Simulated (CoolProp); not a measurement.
CHF3 (R23) along the isotherm 51.15 °C: fugacity coefficient from the reference equation and from simpler models built on Tc = 26.1 °C, pc = 4832 kPa, ω = 0.263; each cubic takes its own stable root.

Values from CoolProp's reference Helmholtz-energy equation of state, Penoncello 2003.

```json
[
 {"p (kPa)": "268", "phase": "gas", "reference": "0.9849"},
 {"p (kPa)": "537", "phase": "gas", "reference": "0.9698"},
 {"p (kPa)": "805", "phase": "gas", "reference": "0.9548"},
 {"p (kPa)": "1070", "phase": "gas", "reference": "0.9402"},
 {"p (kPa)": "1340", "phase": "gas", "reference": "0.9253"},
 {"p (kPa)": "1610", "phase": "gas", "reference": "0.9106"},
 {"p (kPa)": "1880", "phase": "gas", "reference": "0.8960"},
 {"p (kPa)": "2150", "phase": "gas", "reference": "0.8814"},
 {"p (kPa)": "2420", "phase": "gas", "reference": "0.8670"}
]
```

**Question.** How far does each simpler model (van der Waals, Redlich-Kwong) lie from the reference over these 9 states: mean and median of the absolute difference, and the worst?

**Answer.** 
- van der Waals: mean 0.8 %, median 0.8 %, worst +1.4 % at 51.15 °C and 2420 kPa
- Redlich-Kwong: mean 0.1 %, median 0.1 %, worst +0.2 % at 51.15 °C and 2420 kPa
